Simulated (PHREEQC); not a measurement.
Alkaline etch or developer: an equilibrium model

Solution (9.6 °C): 0.005 mol NaOH, 3.6e-07 mol H4SiO4 and 0.0016 mol K2CO3 per kg of water. Closed to the air; pH follows from the charge balance.

Model: ion-association model, phreeqc.dat, run in PHREEQC.

Each row changes one thing in this solution. This is a speciation only: nothing precipitates in the calculation.

```csv
case,pH,ionic strength (mol/kgw),CO3-2 (mol/kgw),NaCO3- (mol/kgw),HCO3- (mol/kgw),NaHCO3 (mol/kgw)
as made,12.20,0.00969,0.00153,4.26e-5,2.24e-5,5.62e-8
diluted 2-fold with water,11.92,0.00485,0.000765,1.18e-5,2.33e-5,3.09e-8
NaOH replaced by NaAlO2 at the same molality,10.99,0.00942,0.00126,3.52e-5,0.000304,7.66e-7
H4SiO4 from 3.6e-07 to 3.24e-07 mol/kgw,12.20,0.00969,0.00153,4.26e-5,2.24e-5,5.62e-8
temperature from 9.6 to 50 °C,10.93,?,0.00121,0.000231,0.000158,3.03e-7
H4SiO4 left out,12.20,0.00969,0.00153,4.26e-5,2.24e-5,5.62e-8
diluted 5-fold with water,11.54,0.00193,0.000295,2.00e-6,2.32e-5,1.30e-8
temperature from 9.6 to 5 °C,12.39,0.00972,0.00155,3.32e-5,?,4.44e-8
temperature from 9.6 to 60 °C,10.69,0.00897,0.00107,0.000303,0.000226,4.06e-7
```

### Question
Fill in the missing entries.

### Answer

- temperature from 9.6 to 50 °C, ionic strength (mol/kgw): 0.00918
- temperature from 9.6 to 5 °C, HCO3- (mol/kgw): 1.71e-5

Some of these states are supersaturated (in Gibbsite (slow to form), for instance). Constants without temperature data keep their 25 °C values here.
